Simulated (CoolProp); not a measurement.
Values from CoolProp's reference Helmholtz-energy equation of state, Lemmon 2006. It is a short technical equation, of lower accuracy than the large ones.

**Question.** For n-decane, give the phase and the cp (kJ/(kg K)), Prandtl number at 620 K and 0.0295 MPa; 620 K and 0.934 MPa; 620 K and 5.25 MPa.

**Answer.** 
- 620 K and 0.0295 MPa: gas; cp 2.92, Prandtl number 0.757
- 620 K and 0.934 MPa: gas; cp 3.07, Prandtl number 0.844
- 620 K and 5.25 MPa: supercritical; cp 3.51, Prandtl number 3.27

Viscosity comes from a separate model (Huber 2004). Thermal conductivity comes from a separate model (Huber 2005).
